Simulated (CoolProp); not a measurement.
Chloromethane (R40) along the isotherm 500 K: density (kg/m³) from the reference equation and from simpler models built on Tc = 418.6 K, pc = 6.929 MPa, ω = 0.150; each cubic takes its own stable root.

Model: reference Helmholtz-energy equation of state, Thol 2014, in CoolProp.

| p (MPa) | phase | reference |
|---|---|---|
| 0.217 | gas | 2.652 |
| 0.433 | gas | 5.326 |
| 0.65 | gas | 8.047 |
| 0.866 | gas | 10.79 |
| 1.08 | gas | 13.55 |
| 1.3 | gas | 16.42 |
| 1.52 | gas | 19.33 |
| 1.73 | gas | 22.14 |
| 1.95 | gas | 25.14 |
| 2.17 | gas | 28.17 |
| 2.38 | gas | 31.11 |
| 2.6 | gas | 34.24 |
| 2.81 | gas | 37.26 |
| 3.03 | gas | 40.48 |
| 3.25 | gas | 43.75 |
| 3.46 | gas | 46.92 |

**Question.** How far does each simpler model (ideal gas, van der Waals, Redlich-Kwong, Soave-Redlich-Kwong, Peng-Robinson) lie from the reference over these 16 states: mean and median of the absolute difference, and the worst?

**Answer.** 
- ideal gas: mean 5.5 %, median 5.5 %, worst -10.4 % at 500 K and 3.46 MPa
- van der Waals: mean 0.2 %, median 0.2 %, worst -0.2 % at 500 K and 2.6 MPa
- Redlich-Kwong: mean 0.0 %, median 0.0 %, worst +0.0 % at 500 K and 3.46 MPa
- Soave-Redlich-Kwong: mean 0.4 %, median 0.4 %, worst -0.8 % at 500 K and 3.46 MPa
- Peng-Robinson: mean 0.5 %, median 0.5 %, worst +0.8 % at 500 K and 3.46 MPa
